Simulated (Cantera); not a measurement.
Input: 1 mol Al(CH₃)₃, 450 mol NH₃, 19 mol H₂, held at 1750 K and 7.50 Torr.

Cantera equilibrium calculation (NASA polynomials, part measured and part estimated; ideal gas, pure solids and liquids). Candidate condensed phases: Al, AlN, C, C₆H₆, C₇H₈, C₈H₁₈; 97 gas species. The feed counts by its element totals alone. Rates play no part.

Base state: H₂ 0.754, N₂ 0.242, HCN 0.00204, H 0.00202, Al 0.000182, C₂H₂ (acetylene) 8.66e-5, HNC 6.90e-5 (mole fractions); condensed: AlN(s) + C(graphite).

Q: What changes in the equilibrium state with this change: temperature from 1750 K to 1798 K?

A: 
```json
[
 {"species": "H₂", "before": "0.754", "after": "0.752"},
 {"species": "N₂", "before": "0.242", "after": "0.242"},
 {"species": "H", "before": "0.00202", "after": "0.00305"},
 {"species": "HCN", "before": "0.00204", "after": "0.00259"},
 {"species": "Al", "before": "0.000182", "after": "0.000583"},
 {"species": "AlH", "before": "8.28e-6", "after": "2.32e-5"},
 {"species": "C₂H₂ (acetylene)", "before": "8.66e-5", "after": "0.000130"},
 {"species": "HNC", "before": "6.90e-5", "after": "9.79e-5"},
 {"species": "AlN(s), mol", "before": "0.824", "after": "0.439"},
 {"species": "C(graphite), mol", "before": "0.885", "after": "0.267"}
]
```

Q: What changes in the equilibrium state with this change: temperature from 1750 K to 950 K?

A: 
| species | before | after |
|---|---|---|
| H₂ | 0.754 | 0.756 |
| N₂ | 0.242 | 0.243 |
| CH₄ | 5.19e-6 | 0.000957 |
| HCN | 0.00204 | 9.57e-7 |
| H | 0.00202 | 4.84e-9 |
| Al | 0.000182 | <1e-9 |
| C₂H₂ (acetylene) | 8.66e-5 | <1e-9 |
| HNC | 6.90e-5 | <1e-9 |
| AlN(s), mol | 0.824 | 1.00 |
| C(graphite), mol | 0.885 | 2.12 |
